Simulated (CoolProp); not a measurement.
A simple Rankine cycle with tetrahydrofuran: condensing at 291.15 K, boiler at 0.866 MPa, turbine inlet 464.5 K, turbine efficiency 0.6, pump efficiency 0.6, no recuperator. Each further row changes one setting.

Computed with CoolProp (reference Helmholtz-energy equation of state, Fiedler 2023).

| case | thermal efficiency (%) | net work (kJ/kg) | heat in (kJ/kg) | turbine exit temperature (K) | volume ratio over the turbine |
|---|---|---|---|---|---|
| as stated | 15.6 | [?] | 674 | 386.8 | 50.6 |
| turbine inlet 484.5 K | 15.6 | 111 | 710 | [?] | 50.3 |
| condensing temperature 283.15 K | 16.6 | 114 | 687 | 380.6 | [?] |
| boiler pressure 0.606 MPa | [?] | 98.7 | 680 | 395.2 | 34.9 |
| turbine efficiency 0.5 | [?] | 87.3 | 674 | [?] | 52.2 |

Task: Fill in the missing entries.

Result: 
- as stated, net work (kJ/kg): 105
- turbine inlet 484.5 K, turbine exit temperature (K): 407.6
- condensing temperature 283.15 K, volume ratio over the turbine: 73.1
- boiler pressure 0.606 MPa, thermal efficiency (%): 14.5
- turbine efficiency 0.5, thermal efficiency (%): 13.0
- turbine efficiency 0.5, turbine exit temperature (K): 399.0
